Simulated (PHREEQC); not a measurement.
A solution holds 0.066 mol/kgw Cu(BF4)2 and 0.0033 mol/kgw NaCl, at 25 °C. Closed to the air; pH follows from the charge balance.

Equilibrium calculation in PHREEQC: ion-association model, wateq4f.dat.

Each row changes one thing in this solution. Precipitation was switched off in this run.

```json
[
 {"case": "as made", "pH": "2.61", "ionic strength (mol/kgw)": "0.202", "BF4- (mol/kgw)": "0.124", "HF (mol/kgw)": "0.00771", "BF3OH- (mol/kgw)": "0.00564", "F- (mol/kgw)": "0.00309", "SI of CuF2:2H2O (CuF2:2H2O)": "-2.45", "SI of Tenorite (CuO)": "-4.08"},
 {"case": "diluted 10-fold with water", "pH": "2.91", "ionic strength (mol/kgw)": "0.0212", "BF4- (mol/kgw)": "0.0106", "HF (mol/kgw)": "0.00391", "BF3OH- (mol/kgw)": "0.000993", "F- (mol/kgw)": "0.00244", "SI of CuF2:2H2O (CuF2:2H2O)": "-3.22", "SI of Tenorite (CuO)": "-4.23"},
 {"case": "0.0019 mol/kgw RbOH added", "pH": "2.74", "ionic strength (mol/kgw)": "0.202", "BF4- (mol/kgw)": "0.124", "HF (mol/kgw)": "0.00720", "BF3OH- (mol/kgw)": "0.00602", "F- (mol/kgw)": "0.00388", "SI of CuF2:2H2O (CuF2:2H2O)": "-2.26", "SI of Tenorite (CuO)": "-3.83"},
 {"case": "NaCl left out", "pH": "2.61", "ionic strength (mol/kgw)": "0.199", "BF4- (mol/kgw)": "0.124", "HF (mol/kgw)": "0.00772", "BF3OH- (mol/kgw)": "0.00564", "F- (mol/kgw)": "0.00309", "SI of CuF2:2H2O (CuF2:2H2O)": "-2.45", "SI of Tenorite (CuO)": "-4.08"},
 {"case": "temperature from 25 to 40 °C", "pH": "2.63", "ionic strength (mol/kgw)": "0.201", "BF4- (mol/kgw)": "0.123", "HF (mol/kgw)": "0.00983", "BF3OH- (mol/kgw)": "0.00591", "F- (mol/kgw)": "0.00314", "SI of CuF2:2H2O (CuF2:2H2O)": "-2.33", "SI of Tenorite (CuO)": "-3.52"},
 {"case": "NaCl replaced by Na2HPO4 at the same molality", "pH": "2.86", "ionic strength (mol/kgw)": "0.203", "BF4- (mol/kgw)": "0.123", "HF (mol/kgw)": "0.00670", "BF3OH- (mol/kgw)": "0.00643", "F- (mol/kgw)": "0.00479", "SI of CuF2:2H2O (CuF2:2H2O)": "-2.07", "SI of Tenorite (CuO)": "-3.58"}
]
```

Species that the database lacks are ignored. Constants without temperature data keep their 25 °C values here. Real BF4- forms and hydrolyses slowly; the run takes it at equilibrium.
